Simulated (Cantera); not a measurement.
Cantera run, input and output.

```python
import numpy as np
import cantera as ct

gas = ct.Solution("gri30.yaml")
gas.TPX = 2048, 400000, {'CH4': 1, 'H2O': 0.16}
inlet = ct.Reservoir(gas, clone=True)

reactor = ct.IdealGasConstPressureReactor(gas, energy="off", clone=False)
exhaust = ct.Reservoir(gas, clone=True)
tau = [3.6, 1.9, 1, 0.55, 0.29, 0.16, 0.083, 0.045, 0.024, 0.013, 0.0068][0]
for a, b in ((inlet, reactor), (reactor, exhaust)):
    ct.MassFlowController(a, b, mdot=lambda t: reactor.mass / tau)
net = ct.ReactorNet([reactor])
show = ['CH4', 'H2O', 'CH2O', 'H2', 'HCO', 'H']

rows = []
print(f"{'tau/s':>10s}{'T/K':>9s}" + "".join(f"{s:>11s}" for s in show))
for tau in [3.6, 1.9, 1, 0.55, 0.29, 0.16, 0.083, 0.045, 0.024, 0.013, 0.0068]:
    net.initial_time = 0.0
    net.advance(30 * tau)
    before = gas.X
    net.advance(40 * tau)
    drift = np.max(np.abs(gas.X - before) / (gas.X + 1e-9))
    rows.append([gas.T, *gas[show].X, drift])
    print(f"{tau:10.3e}{gas.T:9.1f}" + "".join(f"{x:11.3e}" for x in gas[show].X))
```

Result:

```
     tau/s      T/K        CH4        H2O       CH2O         H2        HCO          H
 3.600e+00   2048.0  1.239e-02  9.914e-05  8.423e-08  7.389e-01  8.665e-08  9.694e-04
 1.900e+00   2048.0  1.252e-02  1.864e-04  8.456e-08  7.387e-01  8.654e-08  9.692e-04
 1.000e+00   2048.0  1.277e-02  3.520e-04  8.522e-08  7.384e-01  8.635e-08  9.688e-04
 5.500e-01   2048.0  1.319e-02  6.358e-04  8.643e-08  7.379e-01  8.601e-08  9.680e-04
 2.900e-01   2048.0  1.399e-02  1.193e-03  8.907e-08  7.369e-01  8.537e-08  9.667e-04
 1.600e-01   2048.0  1.525e-02  2.127e-03  9.426e-08  7.352e-01  8.431e-08  9.645e-04
 8.300e-02   2048.0  1.757e-02  3.968e-03  1.070e-07  7.321e-01  8.230e-08  9.605e-04
 4.500e-02   2048.0  2.097e-02  6.938e-03  1.342e-07  7.272e-01  7.924e-08  9.546e-04
 2.400e-02   2048.0  2.617e-02  1.186e-02  1.959e-07  7.196e-01  7.457e-08  9.455e-04
 1.300e-02   2048.0  3.340e-02  1.901e-02  3.219e-07  7.087e-01  6.864e-08  9.327e-04
 6.800e-03   2048.0  4.403e-02  2.912e-02  5.824e-07  6.930e-01  6.197e-08  9.140e-04
```

Detailed kinetics in Cantera: GRI-Mech 3.0 (53 species, 325 reactions). GRI-Mech 3.0 stops at C3 and has no aromatics, soot or wall deposition, so with more carbon than oxygen in the feed, carbon stays in small species such as C2H2 where larger ones or solid carbon would form.
